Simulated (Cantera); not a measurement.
An isothermal, constant-pressure homogeneous reactor starts with NO : N2 = 1 : 1.1 (molar parts), at 1600 K and 0.0120 bar. Integrator tolerance rtol = 1e-08.

Model: GRI-Mech 3.0 (53 species, 325 reactions), integrated in Cantera. Radical loss at walls, strong at low pressure, is not modelled.

Task: What does this change do: NO 1 to 0.64 parts?

Result: 
| quantity | before | after |
|---|---|---|
| x(NO) at 300 s | 0.424 (gas-phase equilibrium 0.00203) | 0.336 (gas-phase equilibrium 0.00185) |
| x(O2) at 300 s | 0.0260 (gas-phase equilibrium 0.237) | 0.0160 (gas-phase equilibrium 0.183) |
| x(N2O) at 300 s | 5.52e-5 (gas-phase equilibrium 1.30e-8) | 3.55e-5 (gas-phase equilibrium 1.23e-8) |
| x(O) at 300 s | 2.54e-5 (gas-phase equilibrium 6.49e-5) | 2.03e-5 (gas-phase equilibrium 5.70e-5) |
| x(N2) at 300 s | 0.550 (gas-phase equilibrium 0.761) | 0.648 (gas-phase equilibrium 0.815) |

Task: What does this change do: N2 1.1 to 7 parts?

Result: 
```
quantity                                          before                                    after
---------------  ---------------------------------------  ---------------------------------------
x(NO) at 300 s     0.424 (gas-phase equilibrium 0.00203)    0.121 (gas-phase equilibrium 0.00115)
x(O2) at 300 s      0.0260 (gas-phase equilibrium 0.237)   0.00205 (gas-phase equilibrium 0.0619)
x(N2O) at 300 s  5.52e-5 (gas-phase equilibrium 1.30e-8)  4.91e-6 (gas-phase equilibrium 8.21e-9)
x(O) at 300 s    2.54e-5 (gas-phase equilibrium 6.49e-5)  8.07e-6 (gas-phase equilibrium 3.31e-5)
x(N2) at 300 s       0.550 (gas-phase equilibrium 0.761)      0.877 (gas-phase equilibrium 0.937)
```
